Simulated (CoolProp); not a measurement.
The numbers come from the reference Helmholtz-energy equation of state, Lemmon 2006 in CoolProp. It is a short technical equation, of lower accuracy than the large ones.

### Question
Give the vapour pressure (MPa), liquid density (kg/m³), vapour density (kg/m³), liquid cp (kJ/(kg K)) of saturated nitrous oxide at 261.5, 269.5 K.

### Answer
```
T (K)  p (MPa)  liquid density (kg/m³)  vapour density (kg/m³)  liquid cp (kJ/(kg K))
-----  -------  ----------------------  ----------------------  ---------------------
261.5     2.29                     962                    60.2                   2.08
269.5     2.84                     925                    76.4                   2.20
```
